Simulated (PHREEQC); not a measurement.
0.035 g of hydrous ferric oxide (600 m²/g; 0.2 weak and 0.005 strong sites per Fe, Dzombak-Morel constants, diffuse double layer) in 1 kg of water with 0.1 mol/kgw of an inert sodium salt and 1.4e-06 mol CuSO4, at 25 °C; the pH is set by adding NaOH or the inert anion's acid. Oxygen alone is held at its pressure in air (log pO2 = -0.68). No CO2 enters from the air. Nothing may precipitate in this run.

The numbers come from PHREEQC with the ion-association model, wateq4f.dat.

| pH | S sorbed (%) | Cu sorbed (%) | surface charge σ (C/m²) | surface potential ψ (mV) |
|---|---|---|---|---|
| 3 | 90.4 | 0.0 | 0.352 | 151 |
| 3.5 | 89.8 | 0.0 | 0.339 | 149 |
| 4 | 87.2 | 0.3 | 0.311 | 145 |
| 4.5 | 80.0 | 2.7 | 0.265 | 137 |
| 5 | 64.0 | 17.1 | 0.210 | 125 |
| 5.5 | 38.6 | 55.7 | 0.157 | 111 |
| 6 | 15.3 | 88.3 | 0.112 | 94 |
| 6.5 | 4.1 | 98.0 | 0.075 | 75 |
| 7 | 0.8 | 99.5 | 0.046 | 54 |
| 7.5 | 0.1 | 99.7 | 0.024 | 31 |
| 8 | 0.0 | 99.7 | 0.005 | 7 |
| 8.5 | 0.0 | 99.6 | -0.013 | -17 |
| 9 | 0.0 | 99.5 | -0.033 | -41 |

Species that the database lacks are ignored. The database's constant for dissolved Cu(OH)2 is higher than later reviews accept. The oxide is taken as insoluble; below pH 4 it would dissolve.
